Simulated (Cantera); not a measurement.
Feed: 1 mol Fe3O4, 420 mol H2, 0.071 mol H2O, equilibrated at 602 °C and 28000 Pa.

Cantera equilibrium calculation (NASA polynomials, part measured and part estimated; ideal gas, pure solids and liquids). Candidate condensed phases: Fe, FeO, Fe(OH)2, Fe(OH)3, Fe2O3, Fe3O4, H2O; 12 gas species. The numbers say what is thermodynamically allowed, not how fast it happens.

Base state: H2 0.990, H2O 0.00969 (mole fractions); condensed: Fe(α).

Q: What changes in the equilibrium state with this change: Fe3O4 replaced by CuO?

A: 
```json
[
 {"species": "H2", "before": "0.990", "after": "0.997"},
 {"species": "H2O", "before": "0.00969", "after": "0.00255"},
 {"species": "Fe(α), mol", "before": "3.00", "after": "0"},
 {"species": "Cu(s), mol", "before": "0", "after": "1.00"}
]
```
Further candidate phases: Cu, CuO, Cu(OH)2, Cu2O.
